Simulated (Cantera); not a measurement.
## Si + Br2 + N2 (silicon etching in halogen gases)

A closed system holds: 1 mol Si, 2.2 mol Br2, 15 mol N2, at 0.700 bar.

These are equilibrium values from Cantera (NASA tables, ideal gas, pure condensed phases), not measurements of a reactor. Candidate condensed phases: Br2, Si, Si3N4; 13 gas species. The tables' values for SiBr3 are old estimates; treat these amounts as uncertain. Kinetics and transport are ignored.

| T (K) | x N2 | x SiBr4 | x Br | x SiBr2 | x SiBr3 |
|---|---|---|---|---|---|
| 1375 | 0.920 | 0.0612 | 0.0131 | 5.98e-6 | 0.000110 |
| 1400 | 0.919 | 0.0611 | 0.0145 | 1.22e-5 | 0.000165 |
| 1425 | 0.918 | 0.0610 | 0.0158 | 2.46e-5 | 0.000246 |
| 1450 | 0.918 | 0.0608 | 0.0170 | 4.88e-5 | 0.000363 |
| 1475 | 0.917 | 0.0605 | 0.0183 | 9.53e-5 | 0.000529 |
| 1500 | 0.916 | 0.0601 | 0.0196 | 0.000182 | 0.000762 |
| 1525 | 0.915 | 0.0596 | 0.0209 | 0.000339 | 0.00108 |
| 1550 | 0.914 | 0.0588 | 0.0224 | 0.000610 | 0.00150 |
| 1575 | 0.913 | 0.0578 | 0.0242 | 0.00105 | 0.00202 |
| 1600 | 0.911 | 0.0564 | 0.0264 | 0.00172 | 0.00266 |
| 1625 | 0.908 | 0.0545 | 0.0291 | 0.00267 | 0.00338 |
| 1650 | 0.905 | 0.0522 | 0.0324 | 0.00395 | 0.00417 |
| 1675 | 0.902 | 0.0495 | 0.0363 | 0.00559 | 0.00500 |
| 1700 | 0.897 | 0.0464 | 0.0410 | 0.00760 | 0.00584 |
x: gas mole fraction; nothing condenses.

From 1375 K to 1700 K nothing is condensed. The main Si-bearing gas is SiBr4 throughout.
